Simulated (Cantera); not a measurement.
Hydrogen reduction and annealing atmospheres: FeS + H2 + H2O

Input: 1 mol FeS, 39 mol H2, 2.3 mol H2O, at 1100 K and 8.25 Torr.

Equilibrium computed with Cantera from the NASA thermochemical tables; the gas is ideal and each condensed phase is pure. Candidate condensed phases: Fe, FeO, Fe(OH)2, Fe(OH)3, FeS, FeSO4, FeS2, Fe2O3, Fe2(SO4)3, Fe3O4, H2O, H2SO4, S; 22 gas species. Mutual solubility and eutectic melting of coexisting phases are not modelled. FeS: taken at fixed stoichiometry. Rates play no part.

| Quantity | Value |
|---|---|
| x(H2) | 0.942 |
| x(H2O) | 0.0557 |
| x(H2S) | 0.00215 |
| n(Fe(α)) | 0.0889 mol |
| n(FeS(s)) | 0.911 mol |
| gas amount | 41.30 mol |
| log10 activity of S(l) (absent) | -4.95 |
| log10 activity of Fe(OH)2(s) (absent) | -8.85 |
| log10 activity of Fe(OH)3(s) (absent) | -15.84 |
